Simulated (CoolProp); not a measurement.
Values from CoolProp's reference Helmholtz-energy equation of state, Span 2000.

Question: For nitrogen, give the phase and the density (kg/m³), isothermal compressibility (1/MPa), Prandtl number at 140.6 K and 637 kPa; 140.6 K and 849 kPa.

Answer: 
- 140.6 K and 637 kPa: gas; density 16.0, isothermal compressibility 1.65, Prandtl number 0.798
- 140.6 K and 849 kPa: gas; density 21.7, isothermal compressibility 1.26, Prandtl number 0.815

Viscosity comes from a separate model (Lemmon 2004). Thermal conductivity comes from a separate model (Lemmon 2004).
